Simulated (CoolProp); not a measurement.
Vapour-liquid equilibrium of n-pentane (1) + cyclohexane (2) at 388.9 K; x and y are mole fractions of (1).

Values from CoolProp's multi-fluid Helmholtz-energy mixture model, Thol 2019 and Zhou 2014; pair parameters Bell 2016.

| x | bubble pressure (kPa) | y at the bubble point | dew pressure at overall composition x (kPa) | liquid density (mol/L) |
|---|---|---|---|---|
| 0.05 | 291.6 | 0.143 | 270.6 | 8.072 |
| 0.15 | 351.7 | 0.350 | 293.4 | 7.991 |
| 0.25 | 409.5 | 0.495 | 320.1 | 7.907 |
| 0.35 | 465.8 | 0.604 | 351.8 | 7.819 |
| 0.45 | 521.1 | 0.691 | 389.9 | 7.729 |
| 0.55 | 576.0 | 0.764 | 436.3 | 7.635 |
| 0.65 | 631.1 | 0.826 | 493.5 | 7.536 |
| 0.75 | 686.8 | 0.881 | 564.8 | 7.433 |
| 0.85 | 743.6 | 0.931 | 654.2 | 7.324 |
| 0.95 | 802.1 | 0.978 | 766.3 | 7.209 |

No azeotrope shows between x = 0.05 and 0.95.

The pair parameters rest on a limited set of measurements; away from them the model extrapolates.
